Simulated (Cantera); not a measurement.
NO annealing gas

A perfectly stirred reactor is fed with NO : N2 : H2O = 1 : 0.24 : 0.013 (molar parts), at 30000 Pa; it is held at 2050 K, and followed from long to short residence time.

Detailed kinetics in Cantera: GRI-Mech 3.0 (53 species, 325 reactions).

```json
[
 {"τ (s)": "0.69", "x NO": "0.425", "x O2": "0.185", "x N2": "0.378", "x O": "0.000787", "x N2O": "6.06e-5", "x NO2": "0.000346"},
 {"τ (s)": "0.25", "x NO": "0.606", "x O2": "0.0949", "x N2": "0.287", "x O": "0.000578", "x N2O": "0.000127", "x NO2": "0.000353"},
 {"τ (s)": "0.091", "x NO": "0.720", "x O2": "0.0385", "x N2": "0.230", "x O": "0.000387", "x N2O": "0.000180", "x NO2": "0.000269"},
 {"τ (s)": "0.033", "x NO": "0.769", "x O2": "0.0139", "x N2": "0.206", "x O": "0.000250", "x N2O": "0.000200", "x NO2": "0.000176"},
 {"τ (s)": "0.012", "x NO": "0.788", "x O2": "0.00485", "x N2": "0.196", "x O": "0.000164", "x N2O": "0.000196", "x NO2": "0.000111"},
 {"τ (s)": "0.0043", "x NO": "0.794", "x O2": "0.00164", "x N2": "0.193", "x O": "0.000110", "x N2O": "0.000177", "x NO2": "7.37e-5"},
 {"τ (s)": "0.0016", "x NO": "0.797", "x O2": "0.000540", "x N2": "0.192", "x O": "7.69e-5", "x N2O": "0.000148", "x NO2": "5.67e-5"},
 {"τ (s)": "0.00057", "x NO": "0.798", "x O2": "0.000125", "x N2": "0.192", "x O": "5.06e-5", "x N2O": "0.000102", "x NO2": "4.85e-5"}
]
```
x: mole fraction; the columns are a selection and need not sum to one.
